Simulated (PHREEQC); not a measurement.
A made-up water analysis in mg/kgw, 25 °C, pH 2.77, pe 12.4: Na 1750; K 2.12; Ca 16.9; Mg 68.8; Cl 475; S(6) as SO4 3440; Fe(3) 3.53; Cu(2) 1.74.

Valence states are taken as typed.

Model: ion-association model, phreeqc.dat, run in PHREEQC.

No solid was allowed to form.

Predict the ionic strength, density.

ionic strength 0.107 mol/kgw; density 1.002 g/cm³.

In which forms is Cu present?

Cu+2 55 %, CuSO4 44 %, CuCl+ 0.8 % of the Cu.

The solution is supersaturated, for example in Hematite (slow to form), Goethite (slow to form), so a real one may precipitate; this is no full list.
